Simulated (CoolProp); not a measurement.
Vapour-liquid equilibrium of n-hexane (1) + toluene (2) at 400 kPa; x and y are mole fractions of (1).

Model: multi-fluid Helmholtz-energy mixture model, Thol 2019 and Lemmon 2006; pair parameters Bell 2016, in CoolProp.

Question: Give the bubble temperature and the first vapour's composition at x = 0.05, 0.2, 0.8. Is there an azeotrope?

Answer: x = 0.05: 435.2 K, y = 0.136; x = 0.2: 423.3 K, y = 0.416; x = 0.8: 398.6 K, y = 0.897. No azeotrope shows between x = 0.05 and 0.95.

The pair parameters rest on a limited set of measurements; away from them the model extrapolates.
